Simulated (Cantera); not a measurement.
Input: 1 mol C2H4, a varied amount of CO2, held at 1750 K and 16500 Torr.

Equilibrium computed with Cantera from the NASA thermochemical tables; the gas is ideal and each condensed phase is pure. Candidate condensed phases: C, C6H6, C7H8, C8H18, H2O; 110 gas species. The numbers say what is thermodynamically allowed, not how fast it happens.

log p: log10 of the partial pressure in bar; n: condensed amount in mol.

| n(CO2) (mol) | log p CO | log p H2 | log p CO2 | log p H2O | n C(graphite) |
|---|---|---|---|---|---|
| 0.7 | 0.96 | 1.10 | -2.08 | -1.37 | [?] |
| 0.98 | 1.04 | 1.04 | -1.92 | -1.36 | [?] |
| 1.4 | 1.11 | 0.96 | -1.78 | -1.37 | [?] |
| 2 | 1.17 | 0.86 | -1.66 | -1.41 | [?] |
| 2.8 | 1.16 | 0.70 | 0.06 | 0.16 | 0 |
| 3.9 | 1.13 | 0.50 | 0.46 | 0.38 | 0 |
| 5.5 | 1.08 | 0.25 | 0.72 | 0.45 | 0 |

Problem. Some entries are withheld; supply them.

Solution. 
- 0.7, n C(graphite): 1.28
- 0.98, n C(graphite): 1.01
- 1.4, n C(graphite): 0.596
- 2, n C(graphite): 0.00296
